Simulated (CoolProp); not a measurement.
The numbers come from the reference Helmholtz-energy equation of state, Fiedler 2023 in CoolProp.

Problem. Give the vapour pressure (MPa), liquid density (kg/m³), vapour density (kg/m³), enthalpy of vaporisation (kJ/kg) of saturated tetrahydrofuran at 396.2 K.

Solution. 
```json
[
 {"T (K)": "396.2", "p (MPa)": "0.477", "liquid density (kg/m³)": "766", "vapour density (kg/m³)": "11.4", "enthalpy of vaporisation (kJ/kg)": "370"}
]
```
